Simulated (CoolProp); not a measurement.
A single-stage vapour-compression cycle with isohexane: evaporating at 305.15 K (dew point), condensing at 333.15 K (bubble point), superheat 0 K, subcooling 8 K, compressor efficiency 0.75, no pressure losses. Each further row changes one setting.

The numbers come from the reference Helmholtz-energy equation of state, Lemmon 2006 in CoolProp. It is a short technical equation, of lower accuracy than the large ones.

```json
[
 {"case": "as stated", "cooling COP": "7.75", "pressure ratio": "2.69", "discharge temperature (K)": "333.1", "refrigerating effect (kJ/kg)": "296", "volumetric capacity (kJ/m³)": "386"},
 {"case": "evaporating temperature 310.15 K", "cooling COP": "…", "pressure ratio": "2.22", "discharge temperature (K)": "333.1", "refrigerating effect (kJ/kg)": "304", "volumetric capacity (kJ/m³)": "…"},
 {"case": "condensing temperature 328.15 K", "cooling COP": "…", "pressure ratio": "2.29", "discharge temperature (K)": "328.1", "refrigerating effect (kJ/kg)": "308", "volumetric capacity (kJ/m³)": "401"},
 {"case": "subcooling 13 K", "cooling COP": "8.06", "pressure ratio": "2.69", "discharge temperature (K)": "333.1", "refrigerating effect (kJ/kg)": "308", "volumetric capacity (kJ/m³)": "401"},
 {"case": "superheat 10 K", "cooling COP": "7.85", "pressure ratio": "2.69", "discharge temperature (K)": "339.1", "refrigerating effect (kJ/kg)": "314", "volumetric capacity (kJ/m³)": "394"},
 {"case": "compressor efficiency 0.65", "cooling COP": "6.72", "pressure ratio": "2.69", "discharge temperature (K)": "333.1", "refrigerating effect (kJ/kg)": "296", "volumetric capacity (kJ/m³)": "386"}
]
```

What belongs in the gaps?


- evaporating temperature 310.15 K, cooling COP: 9.79
- evaporating temperature 310.15 K, volumetric capacity (kJ/m³): 474
- condensing temperature 328.15 K, cooling COP: 9.64

The compression ends wet for: as stated; evaporating temperature 310.15 K; condensing temperature 328.15 K; subcooling 13 K; compressor efficiency 0.65.
